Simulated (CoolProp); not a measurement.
Normal hydrogen at 638.87 K and 1.32 MPa is throttled through a valve to 0.507 MPa with no heat exchange. Each further row changes one setting.

The numbers come from the reference Helmholtz-energy equation of state, Leachman 2009 in CoolProp.

| case | temperature change (K) | final density (kg/m³) |
|---|---|---|
| as stated | +0.5 | 0.192 |
| outlet pressure 0.152 MPa | +0.7 | 0.0576 |
| outlet pressure 0.659 MPa | +0.4 | 0.249 |
